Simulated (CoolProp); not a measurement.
A single-stage vapour-compression cycle with hydrogen chloride: evaporating at 194.15 K (dew point), condensing at 221.15 K (bubble point), superheat 8 K, subcooling 0 K, compressor efficiency 0.85, no pressure losses. Each further row changes one setting.

Values from CoolProp's reference Helmholtz-energy equation of state, Thol 2018.

| case | cooling COP | pressure ratio | discharge temperature (K) | refrigerating effect (kJ/kg) | volumetric capacity (kJ/m³) |
|---|---|---|---|---|---|
| as stated | 5.10 | 3.46 | 301.1 | 399 | 1260 |
| evaporating temperature 199.15 K | 6.62 | 2.67 | 284.0 | … | 1610 |
| condensing temperature 216.15 K | … | 2.82 | 282.2 | 407 | 1280 |
| subcooling 5 K | 5.21 | 3.46 | 301.1 | 407 | 1280 |
| superheat 18 K | 4.94 | 3.46 | 316.4 | 407 | 1220 |
| compressor efficiency 0.75 | 4.50 | 3.46 | … | 399 | 1260 |

Question: Complete the blanks.

Answer: 
- evaporating temperature 199.15 K, refrigerating effect (kJ/kg): 402
- condensing temperature 216.15 K, cooling COP: 6.44
- compressor efficiency 0.75, discharge temperature (K): 313.4
